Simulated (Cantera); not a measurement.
Input: 1 mol FeS, 3 mol O2, 2.5 mol N2, equilibrated at 0.110 bar.

Equilibrium computed with Cantera from the NASA thermochemical tables; the gas is ideal and each condensed phase is pure. Candidate condensed phases: Fe, FeO, FeS, FeSO4, FeS2, Fe2O3, Fe2(SO4)3, Fe3O4, S; 19 gas species. Rates play no part. All values below are at 948 K.

Base state: N2 0.547, O2 0.234, SO2 0.141, SO3 0.0779, NO 1.51e-5 (mole fractions); condensed: Fe2O3(s).

### Question
What changes in the equilibrium state with this change: FeS replaced by Fe2O3?

### Answer
```tsv
species	before	after
O2	0.234	0.545
N2	0.547	0.455
NO	1.51e-5	2.09e-5
SO2	0.141	0
SO3	0.0779	0
Fe2O3(s), mol	0.500	1.00
```
